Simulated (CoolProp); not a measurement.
Vapour-liquid equilibrium of propane (1) + n-perfluorobutane (2) at 57.15 °C; x and y are mole fractions of (1).

Values from CoolProp's multi-fluid Helmholtz-energy mixture model, Lemmon 2009 and Gao 2022; pair parameters Bell 2016.

| x | bubble pressure (bar) | y at the bubble point | dew pressure at overall composition x (bar) | liquid density (mol/L) |
|---|---|---|---|---|
| 0.05 | 8.227 | 0.186 | 7.055 | 5.786 |
| 0.15 | 10.95 | 0.400 | 7.888 | 5.970 |
| 0.25 | 13.19 | 0.518 | 8.912 | 6.166 |
| 0.35 | 14.98 | 0.596 | 10.19 | 6.380 |
| 0.45 | 16.41 | 0.654 | 11.83 | 6.628 |
| 0.55 | 17.57 | 0.704 | 13.89 | 6.931 |
| 0.65 | 18.54 | 0.754 | 16.31 | 7.320 |
| 0.75 | 19.31 | 0.807 | 18.47 | 7.831 |
| 0.85 | 19.85 | 0.870 | 19.72 | 8.499 |
| 0.95 | 20.04 | 0.949 | 20.04 | 9.348 |

y crosses x between x = 0.85 and 0.95: the model has an azeotrope there.

The pair parameters rest on a limited set of measurements; away from them the model extrapolates.
